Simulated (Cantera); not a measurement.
## Adiabatic ignition

An adiabatic, constant-pressure homogeneous reactor starts with 5.17 % C3H8, 19.9 % O2, 74.9 % N2, equivalence ratio 1.3, at 1075 K and 27000 Pa.

Computed with Cantera and GRI-Mech 3.0 (53 species, 325 reactions). GRI-Mech 3.0 was tuned for natural gas; its chemistry of propane as a main component is partial and can be far from experiment.

```json
[
 {"t (s)": "4.00e-6", "T (K)": "1075", "x C3H8": "0.0517", "x O2": "0.199", "x H2O": "1.15e-11", "x CH3": "1.70e-8", "x O": "6.59e-12", "x CO": "<1e-12", "x NO": "<1e-12"},
 {"t (s)": "1.51e-5", "T (K)": "1075", "x C3H8": "0.0517", "x O2": "0.199", "x H2O": "4.18e-10", "x CH3": "6.63e-8", "x O": "3.99e-11", "x CO": "<1e-12", "x NO": "<1e-12"},
 {"t (s)": "5.71e-5", "T (K)": "1075", "x C3H8": "0.0517", "x O2": "0.199", "x H2O": "4.52e-9", "x CH3": "2.65e-7", "x O": "6.51e-11", "x CO": "<1e-12", "x NO": "<1e-12"},
 {"t (s)": "0.000216", "T (K)": "1075", "x C3H8": "0.0517", "x O2": "0.199", "x H2O": "3.75e-8", "x CH3": "1.04e-6", "x O": "8.96e-11", "x CO": "4.61e-12", "x NO": "<1e-12"},
 {"t (s)": "0.000816", "T (K)": "1075", "x C3H8": "0.0517", "x O2": "0.199", "x H2O": "6.91e-7", "x CH3": "4.32e-6", "x O": "2.70e-10", "x CO": "4.31e-10", "x NO": "<1e-12"},
 {"t (s)": "0.00309", "T (K)": "1075", "x C3H8": "0.0516", "x O2": "0.199", "x H2O": "1.54e-5", "x CH3": "1.63e-5", "x O": "9.43e-10", "x CO": "7.60e-8", "x NO": "<1e-12"},
 {"t (s)": "0.0117", "T (K)": "1075", "x C3H8": "0.0514", "x O2": "0.199", "x H2O": "9.56e-5", "x CH3": "1.89e-5", "x O": "1.06e-9", "x CO": "2.47e-6", "x NO": "<1e-12"},
 {"t (s)": "0.0441", "T (K)": "1075", "x C3H8": "0.0502", "x O2": "0.198", "x H2O": "0.000474", "x CH3": "2.01e-5", "x O": "1.58e-9", "x CO": "4.54e-5", "x NO": "<1e-12"},
 {"t (s)": "0.167", "T (K)": "1086", "x C3H8": "0.0414", "x O2": "0.192", "x H2O": "0.00481", "x CH3": "3.80e-5", "x O": "1.42e-8", "x CO": "0.00166", "x NO": "<1e-12"},
 {"t (s)": "0.630", "T (K)": "2536", "x C3H8": "<1e-12", "x O2": "0.00326", "x H2O": "0.140", "x CH3": "<1e-12", "x O": "0.00191", "x CO": "0.0825", "x NO": "0.00281"},
 {"t (s)": "2.38", "T (K)": "2536", "x C3H8": "<1e-12", "x O2": "0.00326", "x H2O": "0.140", "x CH3": "<1e-12", "x O": "0.00191", "x CO": "0.0825", "x NO": "0.00281"},
 {"t (s)": "9.00", "T (K)": "2536", "x C3H8": "<1e-12", "x O2": "0.00326", "x H2O": "0.140", "x CH3": "<1e-12", "x O": "0.00191", "x CO": "0.0825", "x NO": "0.00281"}
]
```
x: mole fraction; the columns are a selection and need not sum to one.

| Property | Value |
|---|---|
| time of steepest temperature rise | 0.195 s |
| temperature at 9.00 s | 2536 K |
| equilibrium temperature | 2536 K |
| x(C3H8) at 9.00 s | <1e-12 (gas-phase equilibrium <1e-12) |
| x(O2) at 9.00 s | 0.00326 (gas-phase equilibrium 0.00326) |
| x(H2O) at 9.00 s | 0.140 (gas-phase equilibrium 0.140) |
